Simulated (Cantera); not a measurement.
A perfectly stirred reactor is fed with H₂ : O₂ : N₂ = 1 : 0.806 : 3.03 (molar parts), at 500000 Pa; it is adiabatic with a 675 K inlet, and is followed from long to short residence time, starting on the burning branch (τ in s: 0.021, 0.011, 0.0054, 0.0027, 0.0014, 0.00069, 0.00035, 0.00018, 8.9e-05, 4.5e-05, 2.3e-05).

Detailed kinetics in Cantera: GRI-Mech 3.0 (53 species, 325 reactions). The hydrogen kinetics of GRI-Mech 3.0 are dated; newer H2 mechanisms differ, most at raised pressure.

Task: What does this change do: inlet temperature 675 to 723 K?

Result: 
| quantity | before | after |
|---|---|---|
| blow-out, bracketed by the residence times tried | burning at 23.0 µs, the shortest tried | burning at 23.0 µs, the shortest tried |
| x(H₂) at τ = 21.0 ms | 0.000448 | 0.000544 |
| x(O₂) at τ = 21.0 ms | 0.0692 | 0.0689 |
| x(NO) at τ = 21.0 ms | 0.000820 | 0.00127 |
| x(H) at τ = 21.0 ms | 5.23e-5 | 6.94e-5 |
| x(H₂O₂) at τ = 21.0 ms | 4.40e-7 | 4.81e-7 |
| x(H₂) at τ = 0.690 ms | 0.00157 | 0.00164 |
| x(O₂) at τ = 0.690 ms | 0.0692 | 0.0691 |
| x(NO) at τ = 0.690 ms | 8.80e-5 | 0.000119 |
| x(H) at τ = 0.690 ms | 0.000286 | 0.000307 |
| x(H₂O₂) at τ = 0.690 ms | 6.40e-7 | 6.35e-7 |

Task: What does this change do: O2 0.806 to 1.2 parts?

Result: 
```csv
quantity,before,after
"blow-out, bracketed by the residence times tried","burning at 23.0 µs, the shortest tried","burning at 23.0 µs, the shortest tried"
x(H₂) at τ = 21.0 ms,0.000448,0.000155
x(O₂) at τ = 21.0 ms,0.0692,0.147
x(NO) at τ = 21.0 ms,0.000820,0.000254
x(H) at τ = 21.0 ms,5.23e-5,1.62e-5
x(H₂O₂) at τ = 21.0 ms,4.40e-7,4.33e-7
x(H₂) at τ = 0.690 ms,0.00157,0.000762
x(O₂) at τ = 0.690 ms,0.0692,0.146
x(NO) at τ = 0.690 ms,8.80e-5,3.56e-5
x(H) at τ = 0.690 ms,0.000286,0.000120
x(H₂O₂) at τ = 0.690 ms,6.40e-7,6.88e-7
```
